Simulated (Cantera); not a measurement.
What does this Cantera script print?

```python
import numpy as np
import cantera as ct

gas_names = """
    Ba BaF BaF2 BaOH BaO2H2 F FO FO2 F2 F2O H HF HOF HO2 H2 H2F2 H2O H2O2 H3F3 H4F4 H5F5 H6F6 H7F7 O OH
    O2 O3
""".split()
cond_names = """
    Ba(cr) Ba(L) BaF2(a) BaF2(b,c) BaF2(L) BaO(s) BaO(L) BaO2H2(s) BaO2H2(L) H2O(s) H2O(L)
""".split()


# ... load() reads the species with a 1 bar reference pressure and builds the phases ...
atoms = {
    'BaF2': {'Ba': 1, 'F': 2},
    'O2': {'O': 2},
    'H2': {'H': 2},
}
top_T = {}  # K; cautious upper limits of use, not melting points


# ... equilibrate(T, P, feed) seeds the gas with the atoms and calls Mixture.equilibrate('TP', solver="vcs", rtol=1e-11, max_steps=5000) ...
results = []
feed = {'BaF2': 1, 'O2': 0.048, 'H2': 97}  # mol
P = 72000  # Pa
for T in [1473, 1573, 1673, 1773, 1873, 1973, 2073]:
    mix = equilibrate(T, P, feed)
    results.append((T, P, feed, dict(zip(mix.species_names, mix.species_moles))))

top = {s: max(r[3][s] / sum(r[3][g] for g in gas_names) for r in results) for s in gas_names}
cols = sorted((s for s in top if top[s] > 1e-06), key=lambda s: -top[s])[:7]
seen = [c for c in cond_names if any(r[3].get(c, 0) > 1e-12 for r in results)]
print("log10 of partial pressures in bar; condensed amounts in mol")
print(f"{'T/K':>10s}" + "".join(f"{s[:9]:>10s}" for s in cols + seen))
for T, P, feed, n in results:
    ng = sum(n[g] for g in gas_names)
    print(f"{T:10.4g}" + "".join(f"{np.log10(max(n[s] / ng * P / 1e5, 1e-99)):10.3f}" for s in cols)
          + "".join(f"{n.get(c, 0):10.4g}" for c in seen))
```

Result:

```
log10 of partial pressures in bar; condensed amounts in mol
       T/K        H2      BaF2        HF       BaF         H       H2O        Ba   BaF2(a) BaF2(b,c)   BaF2(L)    BaO(s)
      1473    -0.143    -4.734    -4.556    -5.092    -4.969    -3.154    -7.063    0.9951         0         0  0.001132
      1573    -0.143    -3.940    -4.162    -4.234    -4.462    -3.151    -6.088         0    0.9759         0         0
      1673    -0.144    -3.264    -3.643    -3.676    -4.015    -3.152    -5.599         0         0     0.897         0
      1773    -0.145    -2.701    -3.191    -3.210    -3.619    -3.154    -5.186         0         0    0.6455         0
      1873    -0.149    -2.237    -2.804    -2.817    -3.265    -3.159    -4.824         0         0         0         0
      1973    -0.150    -2.277    -2.679    -2.697    -2.945    -3.160    -4.506         0         0         0         0
      2073    -0.151    -2.326    -2.572    -2.597    -2.655    -3.162    -4.220         0         0         0         0
```

Cantera equilibrium calculation (NASA polynomials, part measured and part estimated; ideal gas, pure solids and liquids). Mutual solubility and eutectic melting of coexisting phases are not modelled.
